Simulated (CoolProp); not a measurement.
R407C along the isotherm -65.75 °C: density (kg/m³) from the reference equation and from simpler models built on Tc = 86.2 °C, pc = 46.32 bar, ω = 0.363; each cubic takes its own stable root.

Computed with CoolProp (reference Helmholtz-energy equation of state, Lemmon 2003). It is a pseudo-pure fit of the blend.

| p (bar) | phase | reference |
|---|---|---|
| 0.0732 | gas | 0.3677 |
| 0.114 | gas | 0.5743 |
| 0.178 | gas | 0.9008 |
| 0.43 | liquid | 1447 |
| 0.67 | liquid | 1447 |
| 1.04 | liquid | 1447 |
| 1.63 | liquid | 1447 |
| 2.53 | liquid | 1447 |
| 3.94 | liquid | 1448 |
| 6.13 | liquid | 1448 |
| 9.55 | liquid | 1449 |
| 14.9 | liquid | 1450 |
| 23.2 | liquid | 1451 |

How far does each simpler model (Redlich-Kwong, Soave-Redlich-Kwong) lie from the reference over these 13 states: mean and median of the absolute difference, and the worst?


- Redlich-Kwong: mean 17.9 %, median 14.6 %, worst -99.8 % at -65.75 °C and 0.43 bar
- Soave-Redlich-Kwong: mean 8.5 %, median 11.0 %, worst -11.1 % at -65.75 °C and 0.43 bar

At some of these states Redlich-Kwong gives the other phase, because its saturation line lies elsewhere.
